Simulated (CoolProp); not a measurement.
Saturation properties of CF4 (R14).

Values from CoolProp's reference Helmholtz-energy equation of state, Platzer 1990. This equation is an older, rougher fit; its heat capacities, sound speeds and derivatives of the liquid may be far off and weren't checked against measurements.

```json
[
 {"T (°C)": "-143.45", "p (bar)": "0.2958", "vapour density (kg/m³)": "2.447", "liquid conductivity (mW/(m K))": "[?]"},
 {"T (°C)": "-134.75", "p (bar)": "[?]", "vapour density (kg/m³)": "4.826", "liquid conductivity (mW/(m K))": "[?]"},
 {"T (°C)": "-125.95", "p (bar)": "1.171", "vapour density (kg/m³)": "[?]", "liquid conductivity (mW/(m K))": "93.9"},
 {"T (°C)": "-117.15", "p (bar)": "2.055", "vapour density (kg/m³)": "14.82", "liquid conductivity (mW/(m K))": "87.3"},
 {"T (°C)": "-108.45", "p (bar)": "3.356", "vapour density (kg/m³)": "23.59", "liquid conductivity (mW/(m K))": "80.8"},
 {"T (°C)": "-99.65", "p (bar)": "5.222", "vapour density (kg/m³)": "36.15", "liquid conductivity (mW/(m K))": "74.3"},
 {"T (°C)": "-90.85", "p (bar)": "[?]", "vapour density (kg/m³)": "53.64", "liquid conductivity (mW/(m K))": "67.7"},
 {"T (°C)": "-82.15", "p (bar)": "11.09", "vapour density (kg/m³)": "77.51", "liquid conductivity (mW/(m K))": "61.2"},
 {"T (°C)": "-73.35", "p (bar)": "15.41", "vapour density (kg/m³)": "111.2", "liquid conductivity (mW/(m K))": "[?]"}
]
```

Complete the blanks.


- -143.45, liquid conductivity (mW/(m K)): 107
- -134.75, p (bar): 0.6160
- -134.75, liquid conductivity (mW/(m K)): 101
- -125.95, vapour density (kg/m³): 8.765
- -90.85, p (bar): 7.768
- -73.35, liquid conductivity (mW/(m K)): 54.7

It boils at -128.0 °C under 1 atm.

Thermal conductivity comes from a separate model (Huber 2003), an estimate that may be off by 10 % or more.
